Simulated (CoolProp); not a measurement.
Properties of toluene at several states.

Values from CoolProp's reference Helmholtz-energy equation of state, Lemmon 2006. It is a short technical equation, of lower accuracy than the large ones.

```csv
T (K),p (MPa),phase,cp (kJ/(kg K)),speed of sound (m/s),isothermal compressibility (1/MPa),Prandtl number,fugacity coefficient
613.2,0.143,gas,…,…,7.074,0.713,0.9887
609,0.707,gas,2.197,226.5,…,0.727,…
276.5,0.0899,liquid,1.635,1397,0.0007911,8.80,0.01246
369.9,20.7,liquid,1.915,1145,…,…,0.006791
```

**Question.** Some entries are withheld; supply them.

**Answer.** 
- 613.2, cp (kJ/(kg K)): 2.171
- 613.2, speed of sound (m/s): 237.8
- 609, isothermal compressibility (1/MPa): 1.507
- 609, fugacity coefficient: 0.9435
- 369.9, isothermal compressibility (1/MPa): 0.001197
- 369.9, Prandtl number: 5.26

Viscosity comes from a separate model (Avgeri 2015). Thermal conductivity comes from a separate model (Assael 2012).
